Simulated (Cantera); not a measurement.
Input: 1 mol Si3N4, 1.6 mol H2O, 17 mol N2, equilibrated at 300 Torr.

These are equilibrium values from Cantera (NASA tables, ideal gas, pure condensed phases), not measurements of a reactor. Candidate condensed phases: H2O, Si, SiO2, Si2N2O, Si3N4; 35 gas species. Mutual solubility and eutectic melting of coexisting phases are not modelled. The tables hold silica as quartz up to 1696 K and as liquid above; real silica turns to tridymite and cristobalite and melts near 1996 K. Gases not in the tables: Si2H6 and higher silanes. Equilibrium is a limit: real reactors are often held back by kinetics, nucleation or transport.

**Question.** Which condensed phases are stable at each of these points (T (K)): 1523, 1598, 1673, 1748, 1823, 1898, 1973, 2048, 2123?

**Answer.** 
```csv
T (K),condensed phases,Si condensed (%)
1523,SiO2(β-quartz) + Si2N2O(s),100.0
1598,SiO2(β-quartz) + Si2N2O(s),99.9
1673,SiO2(β-quartz) + Si2N2O(s),99.7
1748,SiO2(condensed) + Si2N2O(s),98.6
1823,SiO2(condensed) + Si2N2O(s),94.1
1898,Si2N2O(s),93.3
1973,Si2N2O(s),93.3
2048,Si2N2O(s) + Si3N4(s),84.1
2123,Si(l),46.2
```

From 1523 K to 1673 K the condensed part is SiO2(β-quartz) + Si2N2O(s). From 1748 K to 1823 K the condensed part is SiO2(condensed) + Si2N2O(s). From 1898 K to 1973 K the condensed part is Si2N2O(s). At 2048 K the condensed part is Si2N2O(s) + Si3N4(s). At 2123 K the condensed part is Si(l).
